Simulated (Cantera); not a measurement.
What does this Cantera script print?

```python
import numpy as np
import cantera as ct

gas = ct.Solution("SiF4_NH3_mec.yaml", "gas")
gas.TPX = 1475, 100000, {'NH3': 1, 'H2': 2.1}
inlet = ct.Reservoir(gas, clone=True)

reactor = ct.IdealGasConstPressureReactor(gas, energy="off", clone=False)
exhaust = ct.Reservoir(gas, clone=True)
tau = [15, 3.6, 0.85, 0.2, 0.047, 0.011, 0.0026, 0.00061][0]
for a, b in ((inlet, reactor), (reactor, exhaust)):
    ct.MassFlowController(a, b, mdot=lambda t: reactor.mass / tau)
net = ct.ReactorNet([reactor])
show = ['NH3', 'H2', 'NH2', 'N', 'H', 'NH', 'N2']

rows = []
print(f"{'tau/s':>10s}{'T/K':>9s}" + "".join(f"{s:>11s}" for s in show))
for tau in [15, 3.6, 0.85, 0.2, 0.047, 0.011, 0.0026, 0.00061]:
    net.initial_time = 0.0
    net.advance(30 * tau)
    before = gas.X
    net.advance(40 * tau)
    drift = np.max(np.abs(gas.X - before) / (gas.X + 1e-9))
    rows.append([gas.T, *gas[show].X, drift])
    print(f"{tau:10.3e}{gas.T:9.1f}" + "".join(f"{x:11.3e}" for x in gas[show].X))
```

Output:

```
     tau/s      T/K        NH3         H2        NH2          N          H         NH         N2
 1.500e+01   1475.0  3.055e-01  6.880e-01  9.312e-06  1.824e-10  9.702e-06  1.357e-08  6.435e-03
 3.600e+00   1475.0  3.181e-01  6.802e-01  9.691e-06  1.895e-10  9.586e-06  1.411e-08  1.673e-03
 8.500e-01   1475.0  3.215e-01  6.781e-01  9.765e-06  1.898e-10  9.529e-06  1.417e-08  4.008e-04
 2.000e-01   1475.0  3.223e-01  6.776e-01  9.669e-06  1.834e-10  9.405e-06  1.386e-08  9.228e-05
 4.700e-02   1475.0  3.225e-01  6.774e-01  9.175e-06  1.566e-10  8.917e-06  1.248e-08  1.936e-05
 1.100e-02   1475.0  3.226e-01  6.774e-01  7.308e-06  7.927e-11  7.101e-06  7.918e-09  2.778e-06
 2.600e-03   1475.0  3.226e-01  6.774e-01  3.309e-06  7.396e-12  3.215e-06  1.626e-09  1.225e-07
 6.100e-04   1475.0  3.226e-01  6.774e-01  8.576e-07  1.288e-13  8.333e-07  1.092e-10  1.586e-09
```

Cantera simulation using the gas-phase N/H chemistry of the illustrative SiF4/NH3 mechanism in the Surface Chemkin manual (1991); the numbers are that mechanism's predictions, not measurements. Walls and surfaces, which speed up NH3 decomposition in real reactors, are not modelled.
